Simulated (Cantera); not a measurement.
Equilibrium for tantalum, niobium, vanadium and zirconium in process gases: Zr + N2O + N2

Input: 1 mol Zr, a varied amount of N2O, 5.8 mol N2, at 1025 K and 10000 Pa.

These are equilibrium values from Cantera (NASA tables, ideal gas, pure condensed phases), not measurements of a reactor. Candidate condensed phases: Zr, ZrN, ZrO2; 13 gas species. Mutual solubility and eutectic melting of coexisting phases are not modelled. ZrN: taken at fixed stoichiometry. Condensed phases not in the tables: solid solutions among these carbides, nitrides and lower oxides. The numbers say what is thermodynamically allowed, not how fast it happens.

```
n(N2O) (mol)  log p N2  log p O2  log p NO  log p NO2  log p N2O  n ZrN(s)  n ZrO2(monoclinic)
------------  --------  --------  --------  ---------  ---------  --------  ------------------
1.1              -1.00      <-13      <-13       <-13       <-13     0.450               0.550
3.9              -1.04     -2.05     -5.54      -7.57     -10.11         0                1.00
6.6              -1.07     -1.81     -5.44      -7.34     -10.02         0                1.00
9.3              -1.09     -1.71     -5.40      -7.26      -9.99         0                1.00
12               -1.11     -1.66     -5.38      -7.21      -9.98         0                1.00
15               -1.12     -1.62     -5.37      -7.18      -9.97         0                1.00
17               -1.12     -1.61     -5.36      -7.17      -9.97         0                1.00
```
log p: log10 of the partial pressure in bar; n: condensed amount in mol.

At 1.1 mol N2O the condensed part is ZrN(s) + ZrO2(monoclinic). From 3.9 mol N2O to 17 mol N2O the condensed part is ZrO2(monoclinic).
